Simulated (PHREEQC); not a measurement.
Solution (20 °C): 0.0011 mol/kgw MgCl2, 3.2e-05 mol/kgw NaHCO3 and 0.00044 mol/kgw NaCl. Closed to the air; pH follows from the charge balance.

Equilibrium calculation in PHREEQC: ion-association model, phreeqc.dat.

Each row changes one thing in this solution. Precipitation was switched off in this run.

```tsv
case	pH	HCO3- (mol/kgw)	CO2 (mol/kgw)	SI of Halite (NaCl)
as made	7.89	3.06e-5	8.99e-7	-7.53
diluted 100-fold with water	7.19	2.77e-7	4.27e-8	-11.48
temperature from 20 to 60 °C	7.26	2.86e-5	2.89e-6	-7.56
4.1e-05 mol/kgw HNO3 added	5.01	1.39e-6	3.06e-5	-7.53
MgCl2 left out	7.97	3.11e-5	7.80e-7	-8.27
```

At this temperature some constants are extrapolated from 25 °C, and those without enthalpy data are left unchanged.
